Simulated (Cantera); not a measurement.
**Premixed flame**

A freely propagating, adiabatic, planar premixed flame of CH4 : C2H6 : O2 : N2 = 1 : 0.67 : 4.35 : 18.7 (molar parts), equivalence ratio 1.00, unburnt at 525 K and 1.00 bar; mixture-averaged transport, grid criteria slope 0.08 and curve 0.16, no radiation.

Cantera simulation using GRI-Mech 3.0 (53 species, 325 reactions); the numbers are that mechanism's predictions, not measurements. Burning velocities carry a grid error of a few per cent, more on coarse grids.

```
z (mm)   T (K)  u (m/s)     x CH4    x C2H6    x O2    x N2O     x NO    x NO2
-------  -----  -------  --------  --------  ------  -------  -------  -------
-1.16      525    0.846    0.0404    0.0271   0.176    <1e-8    <1e-8    <1e-8
-0.770     527    0.850    0.0403    0.0270   0.175    <1e-8    <1e-8    <1e-8
-0.578     534    0.863    0.0400    0.0269   0.175    <1e-8  1.12e-8  1.30e-8
-0.385     583    0.948    0.0385    0.0264   0.170    <1e-8  1.03e-7  1.05e-7
-0.193     926     1.53    0.0295    0.0195   0.141    <1e-8  1.66e-6  2.62e-7
-0.0963   1319     2.22    0.0184   0.00864   0.103  2.24e-8  4.42e-6  7.23e-8
0         1699     2.89   0.00536  0.000526  0.0589  5.08e-8  9.17e-6    <1e-8
0.0963    1854     3.15  0.000433   1.26e-6  0.0332  8.65e-8  1.54e-5    <1e-8
0.193     1899     3.21   1.67e-5     <1e-8  0.0243  1.07e-7  1.96e-5    <1e-8
0.385     1950     3.28   3.15e-8     <1e-8  0.0194  1.12e-7  2.40e-5    <1e-8
0.770     2014     3.37     <1e-8     <1e-8  0.0165  1.12e-7  2.96e-5    <1e-8
1.54      2085     3.48     <1e-8     <1e-8  0.0138  1.17e-7  3.85e-5    <1e-8
3.08      2153     3.57     <1e-8     <1e-8  0.0111  1.22e-7  5.30e-5    <1e-8
```
x: mole fraction of selected species; z is measured from the peak of heat release.

```json
{
 "laminar_burning_velocity": "84.5 cm/s",
 "thermal_thickness": "0.385 mm",
 "grid_points": "149"
}
```
